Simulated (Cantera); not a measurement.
Feed: 1 mol Si3N4, 0.027 mol CO2, 53 mol N2, held at 0.00350 bar.

These are equilibrium values from Cantera (NASA tables, ideal gas, pure condensed phases), not measurements of a reactor. Candidate condensed phases: C, Si, SiC, SiO2, Si2N2O, Si3N4; 34 gas species. Mutual solubility and eutectic melting of coexisting phases are not modelled. The tables' values for SiN are old estimates; treat these amounts as uncertain. Equilibrium is a limit: real reactors are often held back by kinetics, nucleation or transport.

x: gas mole fraction; n: condensed amount in mol.

```
T (K)   x N2      x Si     x SiO      x CO  n C(graphite)  n Si2N2O(s)  n Si3N4(s)  n SiC(s)  n Si(l)
-----  -----  --------  --------  --------  -------------  -----------  ----------  --------  -------
1298   1.000  3.05e-11   4.27e-8   6.47e-5         0.0236       0.0506       0.966         0        0
1348   1.000         ?         ?         ?              0       0.0475       0.962         ?        0
1398   1.000   3.00e-9   2.00e-6  0.000201              0       0.0433       0.966    0.0164        0
1448   1.000   2.34e-8   1.12e-5  0.000317              0       0.0366       0.972    0.0102        0
1498   0.999   1.59e-7   5.54e-5  0.000486              0       0.0253       0.982   0.00120        0
1548   0.999   9.50e-7  0.000247  0.000509              0       0.0139       0.986         0        0
1598   0.999   5.07e-6  0.000509  0.000509              0            0       0.991         0        0
1648   0.999   2.44e-5  0.000725  0.000292              0            0       0.983    0.0115        0
1698   0.999  0.000107  0.000874  0.000143              0            0       0.976    0.0194        0
1748   0.999         ?  0.000912         ?              0            0           0    0.0231     2.90
1798   0.998  0.000881  0.000888   9.16e-5              0            0           0    0.0214     2.87
1848   0.997   0.00179  0.000859  0.000120              0            0           0    0.0190     2.82
```

Problem. What belongs in the gaps?

Solution. 
- 1748, x Si: 0.000416
- 1748, x CO: 6.81e-5
- 1348, x Si: 3.30e-10
- 1348, x SiO: 3.14e-7
- 1348, x CO: 0.000123
- 1348, n SiC(s): 0.0205
